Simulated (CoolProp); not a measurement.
2000 sccm (0 °C, 1 atm) of nitrogen bubbles through liquid R1336mzz(Z) at 284.9 K and leaves saturated at a total pressure of 0.15 MPa (ideal gas phase). Each further row changes one setting.

Model: reference Helmholtz-energy equation of state, McLinden 2020, in CoolProp.

```
case                      vapour pressure (kPa)  mole fraction of vapour  delivery (mg/min)  delivery (sccm)  change of delivery for a bath 1 K warmer (%)
------------------------  ---------------------  -----------------------  -----------------  ---------------  --------------------------------------------
as stated                                  42.5               (withheld)         (withheld)              791                                           6.3
bath temperature 289.9 K                   52.7                    0.351         (withheld)             1080                                           6.7
total pressure 0.3 MPa                     42.5                    0.142         (withheld)       (withheld)                                           5.2
```

**Question.** Fill in the missing entries.

**Answer.** 
- as stated, mole fraction of vapour: 0.283
- as stated, delivery (mg/min): 5790
- bath temperature 289.9 K, delivery (mg/min): 7920
- total pressure 0.3 MPa, delivery (mg/min): 2420
- total pressure 0.3 MPa, delivery (sccm): 330
